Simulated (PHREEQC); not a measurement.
Solution (20 °C): 0.27 mol ZnSO4 per kg of water. Closed to the air; pH follows from the charge balance.

Computed with PHREEQC (ion-association model, phreeqc.dat).

No solid was allowed to form.

Problem. Order these Zn species by the share of Zn that they hold, largest first: ZnSO4, Zn+2, Zn(SO4)2-2.

Solution. Zn+2 (48 %), ZnSO4 (34 %), Zn(SO4)2-2 (18 %)

The pH is 5.53 and the ionic strength 0.518 mol/kgw.
